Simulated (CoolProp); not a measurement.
The numbers come from the reference Helmholtz-energy equation of state, Akasaka 2020 in CoolProp.

Task: Give the vapour pressure (MPa), liquid density (kg/m³), vapour density (kg/m³), liquid cp (kJ/(kg K)) of saturated R1123 at -38.55, 12.35 °C.

Result: 
```tsv
T (°C)	p (MPa)	liquid density (kg/m³)	vapour density (kg/m³)	liquid cp (kJ/(kg K))
-38.55	0.287	1270	13.1	1.33
12.35	1.53	1070	69.9	1.59
```
